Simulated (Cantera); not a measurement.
An isothermal, constant-pressure homogeneous reactor starts with NO : N2 = 1 : 3.8 (molar parts), at 1725 K and 0.490 bar. Integrator tolerance rtol = 1e-08.

Cantera simulation using GRI-Mech 3.0 (53 species, 325 reactions); the numbers are that mechanism's predictions, not measurements.

Question: What does this change do: N2 3.8 to 0.71 parts?

Answer: 
| quantity | before | after |
|---|---|---|
| x(NO) at 100 s | 0.0418 (gas-phase equilibrium 0.00239) | 0.0432 (gas-phase equilibrium 0.00356) |
| x(O) at 100 s | 2.42e-5 (gas-phase equilibrium 2.68e-5) | 4.35e-5 (gas-phase equilibrium 4.50e-5) |
| x(N2O) at 100 s | 7.47e-7 (gas-phase equilibrium 1.04e-7) | 7.98e-7 (gas-phase equilibrium 1.37e-7) |
| x(NO2) at 100 s | 5.44e-5 (gas-phase equilibrium 3.45e-6) | 0.000101 (gas-phase equilibrium 8.65e-6) |
| x(O2) at 100 s | 0.0832 (gas-phase equilibrium 0.103) | 0.271 (gas-phase equilibrium 0.291) |

Question: What does this change do: pressure from 0.490 bar to 1.40 bar?

Answer: 
| quantity | before | after |
|---|---|---|
| x(NO) at 100 s | 0.0418 (gas-phase equilibrium 0.00239) | 0.0150 (gas-phase equilibrium 0.00239) |
| x(O) at 100 s | 2.42e-5 (gas-phase equilibrium 2.68e-5) | 1.54e-5 (gas-phase equilibrium 1.58e-5) |
| x(N2O) at 100 s | 7.47e-7 (gas-phase equilibrium 1.04e-7) | 2.56e-7 (gas-phase equilibrium 1.75e-7) |
| x(NO2) at 100 s | 5.44e-5 (gas-phase equilibrium 3.45e-6) | 3.56e-5 (gas-phase equilibrium 5.83e-6) |
| x(O2) at 100 s | 0.0832 (gas-phase equilibrium 0.103) | 0.0966 (gas-phase equilibrium 0.103) |
